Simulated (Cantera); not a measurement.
Input: 1 mol SiH4, 0.78 mol Cl2, 220 mol H2, at 1523 K and 0.240 bar.

Method: chemical equilibrium by Gibbs-energy minimisation in Cantera with the NASA 1993 tables (ideal gas, pure condensed phases). Candidate condensed phases: Si; 19 gas species. The numbers say what is thermodynamically allowed, not how fast it happens.

Base state: H2 0.993, HCl 0.00670, SiCl2 0.000148, H 4.70e-5 (mole fractions); condensed: Si(s).

Question: What changes in the equilibrium state with this change: Cl2 from 0.78 to 0.32 mol?

Answer: 
```csv
species,before,after
H2,0.993,0.997
HCl,0.00670,0.00283
H,4.70e-5,4.71e-5
SiCl2,0.000148,2.62e-5
"Si(s), mol",0.966,0.993
```
